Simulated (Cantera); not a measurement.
Input: 1 mol SiCl4, 0.052 mol HCl, 140 mol H2, held at 2475 K and 7.50 Torr.

Method: chemical equilibrium by Gibbs-energy minimisation in Cantera with the NASA 1993 tables (ideal gas, pure condensed phases). Candidate condensed phases: Si; 19 gas species. The tables' values for SiCl are old estimates; treat these amounts as uncertain. Gases not in the tables: Si2H6 and higher silanes. Rates play no part.

Base state: H2 0.771, H 0.198, HCl 0.0215, Si 0.00604, Cl 0.00390, SiH 0.000146, SiCl 6.88e-5, SiCl2 1.38e-5 (mole fractions); condensed: gas only.

Question: What changes in the equilibrium state with this change: temperature from 2475 K to 1248 K?

Answer: 
```
species       before    after
----------  --------  -------
H2             0.771    0.973
HCl           0.0215   0.0249
SiCl2        1.38e-5  0.00160
H              0.198  4.61e-6
Si           0.00604    <1e-9
SiH         0.000146    <1e-9
Cl           0.00390  1.01e-7
SiCl3        2.05e-9  7.17e-5
SiHCl3         <1e-9  3.19e-5
SiCl4          <1e-9  2.32e-5
Si(s), mol         0    0.754
```
The tables' values for SiCl3 are old estimates; treat these amounts as uncertain.
